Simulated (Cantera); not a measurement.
Mixture: 4.65 % CH4, 23.3 % O2, 72.1 % N2, at 0.987 atm, adiabatic and at constant volume. Ignition delay is the time to a rise of 400 K.

Cantera simulation using GRI-Mech 3.0 (53 species, 325 reactions); the numbers are that mechanism's predictions, not measurements.

**Question.** Predict: delay at 1023 K; delay at 1223 K; delay at 1423 K; delay at 1623 K; apparent activation energy between 1523 and 1723 K.

**Answer.** 
| Property | Result |
|---|---|
| delay at 1023 K | 0.389 s |
| delay at 1223 K | 16.9 ms |
| delay at 1423 K | 1.53 ms |
| delay at 1623 K | 0.284 ms |
| apparent activation energy between 1523 and 1723 K | 150 kJ/mol |
